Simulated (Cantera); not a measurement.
Charge: 1 mol CF4, 0.29 mol H2, at 2650 K and 13.3 mbar.

These are equilibrium values from Cantera (NASA tables, ideal gas, pure condensed phases), not measurements of a reactor. Candidate condensed phases: C, C6H6, C7H8, C8H18; 95 gas species. Gases not in the tables: C2F6 and larger saturated fluorocarbons. Rates play no part.

Base state: F 0.594, CF2 0.198, HF 0.175, CF 0.0299, CF3 0.00162, CF4 0.00134, C3 0.000336, H 0.000146 (mole fractions); condensed: C(graphite).

### Question
What changes in the equilibrium state with this change: temperature from 2650 K to 2123.15 K?

### Answer
```
species             before     after
----------------  --------  --------
CF4                0.00134     0.410
HF                   0.175     0.349
CF2                  0.198     0.161
F                    0.594    0.0696
CF                  0.0299  0.000572
C2                 3.18e-5   3.11e-9
C3                0.000336   3.61e-8
C(graphite), mol     0.229    0.0354
```
